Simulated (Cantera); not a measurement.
Charge: 1 mol Cu, a varied amount of F2, 11 mol N2, equilibrated at 775 K and 563 Torr.

Equilibrium computed with Cantera from the NASA thermochemical tables; the gas is ideal and each condensed phase is pure. Candidate condensed phases: Cu, CuF2; 11 gas species. The numbers say what is thermodynamically allowed, not how fast it happens.

Problem. At 1.5 mol F2, list the 4 most abundant gas species with their mole fractions, and the condensed phases.

Solution. N2 0.967, NF3 0.0235, F2 0.00887, F 0.000608. Condensed: CuF2(s).
